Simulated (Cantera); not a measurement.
Charge: 1 mol Al2O3, 1000 mol H2, 1.5 mol N2, held at 1377 °C and 1.00 bar.

Equilibrium computed with Cantera from the NASA thermochemical tables; the gas is ideal and each condensed phase is pure. Candidate condensed phases: Al, AlN, Al2O3, H2O; 35 gas species. Mutual solubility and eutectic melting of coexisting phases are not modelled. Equilibrium is a limit: real reactors are often held back by kinetics, nucleation or transport.

### Question
What is the equilibrium state?

### Answer
| Item | Value |
|---|---|
| x(H2) | 0.998 |
| x(N2) | 0.00150 |
| x(H) | 9.08e-5 |
| x(H2O) | 5.51e-6 |
| x(NH3) | 1.58e-6 |
| n(AlN(s)) | 0.00336 mol |
| n(Al2O3(s)) | 0.998 mol |
| gas amount | 1002 mol |
| log10 activity of Al(l) (absent) | -2.88 |
